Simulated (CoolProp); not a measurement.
Vapour-liquid equilibrium of R113 (1) + ethanol (2) at 447.1 K; x and y are mole fractions of (1).

The numbers come from the multi-fluid Helmholtz-energy mixture model, Marx 1992 and Schroeder 2014; pair parameters Bell 2016 in CoolProp.

| x | bubble pressure (MPa) | y at the bubble point | dew pressure at overall composition x (MPa) | liquid density (mol/L) |
|---|---|---|---|---|
| 0.05 | 1.950 | 0.127 | 1.816 | ___ |
| 0.125 | 2.180 | 0.247 | 1.946 | 11.40 |
| 0.2 | 2.332 | 0.325 | 2.087 | 10.46 |
| 0.275 | 2.431 | 0.381 | 2.235 | 9.623 |
| 0.35 | 2.494 | 0.426 | 2.379 | ___ |
| 0.425 | 2.532 | 0.467 | 2.493 | 8.230 |
| 0.5 | 2.548 | 0.507 | 2.547 | 7.669 |
| 0.575 | 2.541 | 0.550 | 2.528 | 7.199 |
| 0.65 | 2.509 | 0.598 | 2.449 | 6.816 |
| 0.725 | 2.446 | 0.652 | 2.334 | ___ |
| 0.8 | 2.347 | 0.717 | 2.200 | ___ |
| 0.875 | 2.203 | 0.798 | 2.061 | 6.089 |
| 0.95 | 2.006 | 0.905 | 1.926 | 5.939 |

Problem. Some entries are withheld; supply them.

Solution. 
- 0.05, liquid density (mol/L): 12.45
- 0.35, liquid density (mol/L): 8.881
- 0.725, liquid density (mol/L): 6.513
- 0.8, liquid density (mol/L): 6.275

y crosses x between x = 0.5 and 0.575: the model has an azeotrope there.

The pair parameters rest on a limited set of measurements; away from them the model extrapolates.
